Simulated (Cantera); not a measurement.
Charge: 1 mol Hg, 6.5 mol H2, equilibrated at 1323.15 K and 0.000890 bar.

Cantera equilibrium calculation (NASA polynomials, part measured and part estimated; ideal gas, pure solids and liquids). Candidate condensed phases: Hg; 3 gas species. Equilibrium is a limit: real reactors are often held back by kinetics, nucleation or transport.

Q: What is the equilibrium state?

A: 
| Item | Value |
|---|---|
| x(H2) | 0.867 |
| x(Hg) | 0.133 |
| x(H) | 4.96e-5 |
| gas amount | 7.500 mol |
| log10 activity of Hg(l) (absent) | -6.42 |
